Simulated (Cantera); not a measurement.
A perfectly stirred reactor is fed with 5.93 % H2, 94.1 % O2, equivalence ratio 0.032, at 0.0210 bar; it is held at 998 K, and followed from long to short residence time.

Computed with Cantera and the H2/O2 subset of GRI-Mech 3.0, which has no nitrogen chemistry. Radical loss at walls, strong at low pressure, is not modelled. The temperature is held fixed by assumption; the heat of reaction is taken as removed at once.

**Question.** Predict: x(H2) at τ = 3.80 s; x(O2) at τ = 3.80 s; x(OH) at τ = 3.80 s; x(HO2) at τ = 3.80 s; x(O) at τ = 3.80 s; x(H2) at τ = 54.0 ms; x(O2) at τ = 54.0 ms; x(OH) at τ = 54.0 ms; x(HO2) at τ = 54.0 ms; x(O) at τ = 54.0 ms.

**Answer.** 
```json
{
 "x(H2) at τ = 3.80 s": "0.000215",
 "x(O2) at τ = 3.80 s": "0.939",
 "x(OH) at τ = 3.80 s": "0.000193",
 "x(HO2) at τ = 3.80 s": "2.62e-6",
 "x(O) at τ = 3.80 s": "0.000329",
 "x(H2) at τ = 54.0 ms": "0.00237",
 "x(O2) at τ = 54.0 ms": "0.934",
 "x(OH) at τ = 54.0 ms": "0.00102",
 "x(HO2) at τ = 54.0 ms": "9.58e-6",
 "x(O) at τ = 54.0 ms": "0.00390"
}
```
